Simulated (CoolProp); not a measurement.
The fluid at 298.15 K and 0.0245 MPa is compressed adiabatically to 0.178 MPa with isentropic efficiency 1. The same conditions are run with several fluids, on thermodynamics alone (safety and materials aside).

Model: reference Helmholtz-energy equation of state of each fluid (the fluoroketone C6F12O (FK-5-1-12): McLinden 2015; hydrogen chloride: Thol 2018; R124: de Vries 1995; R115: Lemmon 2016; R113: Marx 1992), in CoolProp.

```json
[
 {"fluid": "the fluoroketone C6F12O (FK-5-1-12)", "work (kJ/kg)": "14.6", "final temperature (K)": "339.5", "final phase": "___", "final density (kg/m³)": "28.5"},
 {"fluid": "hydrogen chloride", "work (kJ/kg)": "___", "final temperature (K)": "524.8", "final phase": "gas", "final density (kg/m³)": "1.49"},
 {"fluid": "R124", "work (kJ/kg)": "38.6", "final temperature (K)": "___", "final phase": "gas", "final density (kg/m³)": "___"},
 {"fluid": "R115", "work (kJ/kg)": "33.9", "final temperature (K)": "___", "final phase": "gas", "final density (kg/m³)": "___"},
 {"fluid": "R113", "work (kJ/kg)": "27.3", "final temperature (K)": "___", "final phase": "gas", "final density (kg/m³)": "12.5"}
]
```

Task: Fill in the missing entries.

Result: 
- the fluoroketone C6F12O (FK-5-1-12), final phase: two-phase, vapour fraction 0.769
- hydrogen chloride, work (kJ/kg): 181
- R124, final temperature (K): 350.8
- R124, final density (kg/m³): 8.55
- R115, final temperature (K): 345.1
- R115, final density (kg/m³): 9.78
- R113, final temperature (K): 342.4
